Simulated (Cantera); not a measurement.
## Ignition delay

Mixture: CH₄ : C₂H₆ : O₂ : N₂ = 1 : 0.16 : 7.2 : 31.3 (molar parts), at 90000 Pa, adiabatic and at constant volume. Ignition delay is the time to a rise of 400 K.

Computed with Cantera and GRI-Mech 3.0 (53 species, 325 reactions).

```csv
T0 (K),delay (ms)
1075,25.2
1125,9.97
1175,4.58
1225,2.35
1275,1.31
1325,0.783
1375,0.490
1425,0.319
1475,0.216
```

```
Item                                                    Result
--------------------------------------------------  ----------
apparent activation energy between 1375 and 1475 K  140 kJ/mol
```
